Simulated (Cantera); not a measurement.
## Equilibrium for carbon deposition, reforming and gasification: C2H2 + H2O

A closed system holds: 1 mol C2H2, 0.09 mol H2O, held at 3200000 Pa.

These are equilibrium values from Cantera (NASA tables, ideal gas, pure condensed phases), not measurements of a reactor. Candidate condensed phases: C, C6H6, C7H8, C8H18, H2O; 110 gas species. The ideal-gas law is rough above about 30 bar. Kinetics and transport are ignored.

From 1898 K to 2648 K the condensed part is C(graphite). The main C-bearing gas is CO throughout.

```
T (K)  log p H2  log p CO  log p C2H2 (acetylene)  log p CH4  log p H  log p CH3  log p H2O  log p C2H4  n C(graphite)
-----  --------  --------  ----------------------  ---------  -------  ---------  ---------  ----------  -------------
1898       1.46      0.39                   -1.96      -0.32    -2.38      -2.86      -1.89       -2.41           1.89
1973       1.46      0.39                   -1.73      -0.41    -2.14      -2.72      -2.03       -2.37           1.89
2048       1.46      0.39                   -1.51      -0.50    -1.92      -2.59      -2.16       -2.34           1.90
2123       1.47      0.39                   -1.32      -0.57    -1.71      -2.46      -2.28       -2.30           1.90
2198       1.47      0.39                   -1.13      -0.65    -1.52      -2.35      -2.39       -2.27           1.90
2273       1.47      0.39                   -0.96      -0.72    -1.34      -2.25      -2.49       -2.25           1.89
2348       1.46      0.39                   -0.80      -0.78    -1.18      -2.15      -2.59       -2.22           1.89
2423       1.46      0.39                   -0.65      -0.84    -1.02      -2.06      -2.68       -2.20           1.89
2498       1.46      0.39                   -0.51      -0.90    -0.87      -1.98      -2.76       -2.18           1.88
2573       1.46      0.39                   -0.38      -0.95    -0.73      -1.90      -2.84       -2.16           1.87
2648       1.46      0.39                   -0.25      -1.01    -0.60      -1.83      -2.92       -2.15           1.86
```
log p: log10 of the partial pressure in bar; n: condensed amount in mol.
